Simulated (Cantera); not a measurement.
Charge: 1 mol Si₂Cl₆, 16 mol NH₃, equilibrated at 1098.15 K and 40000 Pa.

Equilibrium computed with Cantera from the NASA thermochemical tables; the gas is ideal and each condensed phase is pure. Candidate condensed phases: NH₄Cl, Si, Si₃N₄; 28 gas species. The feed counts by its element totals alone. Kinetics and transport are ignored.

Base state: H₂ 0.626, N₂ 0.199, HCl 0.174, SiCl₄ 0.00106, SiHCl₃ 5.58e-5, NH₃ 2.84e-5 (mole fractions); condensed: Si₃N₄(s).

Question: What changes in the equilibrium state with this change: Si₂Cl₆ replaced by SiH₄?

Answer: 
```
species         before    after
-------------  -------  -------
H₂               0.626    0.780
N₂               0.199    0.220
NH₃            2.84e-5  4.15e-5
HCl              0.174        0
SiCl₄          0.00106        0
SiHCl₃         5.58e-5        0
Si₃N₄(s), mol    0.654    0.333
```
